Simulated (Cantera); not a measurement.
Equilibrium for chlorosilane synthesis and conversion: Si + HCl + H2

Charge: 1 mol Si, 2.2 mol HCl, 12 mol H2, held at 2.40 bar.

These are equilibrium values from Cantera (NASA tables, ideal gas, pure condensed phases), not measurements of a reactor. Candidate condensed phases: Si; 19 gas species. The tables' values for SiCl3 are old estimates; treat these amounts as uncertain. Equilibrium is a limit: real reactors are often held back by kinetics, nucleation or transport.

```
T (K)   x H2    x HCl  x SiHCl3  x SiCl4   x SiCl2  n Si(s)
-----  -----  -------  --------  -------  --------  -------
873    0.951  0.00187    0.0233   0.0214   4.66e-6    0.361
923    0.950  0.00317    0.0228   0.0214   1.52e-5    0.366
973    0.949  0.00507    0.0222   0.0212   4.36e-5    0.374
1023   0.947  0.00773    0.0216   0.0208  0.000112    0.384
1073   0.944   0.0113    0.0208   0.0202  0.000262    0.396
1123   0.941   0.0158    0.0198   0.0193  0.000560    0.412
1173   0.937   0.0213    0.0186   0.0182   0.00111    0.430
1223   0.932   0.0279    0.0171   0.0166   0.00203    0.449
1273   0.926   0.0353    0.0154   0.0147   0.00349    0.469
```
x: gas mole fraction; n: condensed amount in mol.

From 873 K to 1273 K the condensed part is Si(s). The main Si-bearing gas is SiHCl3 throughout. The share of Si in condensed phases is highest at 1273 K (46.9 %) and lowest at 873 K (36.1 %).
